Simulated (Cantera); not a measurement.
A freely propagating, adiabatic, planar premixed flame of CH4 : O2 : N2 = 1 : 1.43 : 5.37 (molar parts), equivalence ratio 1.4, unburnt at 475 K and 1.01 bar; unity-Lewis-number transport, grid criteria slope 0.08 and curve 0.16, no radiation.

Detailed kinetics in Cantera: GRI-Mech 3.0 (53 species, 325 reactions). Unity Lewis numbers drop preferential diffusion, which matters most where H2 and H carry the flame. Burning velocities carry a grid error of a few per cent, more on coarse grids.

Q: Predict: laminar burning velocity; thermal thickness; peak x(HCO); peak x(CH2); peak x(C2H2).

A: 
```
Item                          Value
------------------------  ---------
laminar burning velocity  27.7 cm/s
thermal thickness          0.803 mm
peak x(HCO)                 1.33e-5
peak x(CH2)                 5.37e-5
peak x(C2H2)                0.00130
```
